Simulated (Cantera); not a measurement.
## Gas-phase reforming

A perfectly stirred reactor is fed with 34.5 % CH4, 65.5 % CO2, at 9.87 atm; it is held at 1798 K, and followed from long to short residence time.

Cantera simulation using GRI-Mech 3.0 (53 species, 325 reactions); the numbers are that mechanism's predictions, not measurements.

```json
[
 {"τ (s)": "0.71", "x CH4": "0.0105", "x CO2": "0.0749", "x HO2": "<1e-12", "x C2H6": "2.93e-6", "x C2H4": "0.000399", "x H2": "0.255", "x OH": "2.02e-6"},
 {"τ (s)": "0.21", "x CH4": "0.0176", "x CO2": "0.0940", "x HO2": "<1e-12", "x C2H6": "8.85e-6", "x C2H4": "0.000986", "x H2": "0.225", "x OH": "2.44e-6"},
 {"τ (s)": "0.063", "x CH4": "0.0272", "x CO2": "0.129", "x HO2": "<1e-12", "x C2H6": "2.40e-5", "x C2H4": "0.00174", "x H2": "0.183", "x OH": "3.11e-6"},
 {"τ (s)": "0.019", "x CH4": "0.0419", "x CO2": "0.187", "x HO2": "1.12e-12", "x C2H6": "6.73e-5", "x C2H4": "0.00242", "x H2": "0.142", "x OH": "3.84e-6"},
 {"τ (s)": "0.0056", "x CH4": "0.0710", "x CO2": "0.280", "x HO2": "1.80e-12", "x C2H6": "0.000202", "x C2H4": "0.00332", "x H2": "0.115", "x OH": "3.93e-6"},
 {"τ (s)": "0.0017", "x CH4": "0.129", "x CO2": "0.411", "x HO2": "2.00e-12", "x C2H6": "0.000544", "x C2H4": "0.00515", "x H2": "0.110", "x OH": "2.75e-6"},
 {"τ (s)": "0.00050", "x CH4": "0.211", "x CO2": "0.544", "x HO2": "1.45e-12", "x C2H6": "0.00123", "x C2H4": "0.00791", "x H2": "0.0953", "x OH": "1.35e-6"},
 {"τ (s)": "0.00015", "x CH4": "0.279", "x CO2": "0.618", "x HO2": "<1e-12", "x C2H6": "0.00219", "x C2H4": "0.00916", "x H2": "0.0539", "x OH": "5.93e-7"}
]
```
x: mole fraction; the columns are a selection and need not sum to one.
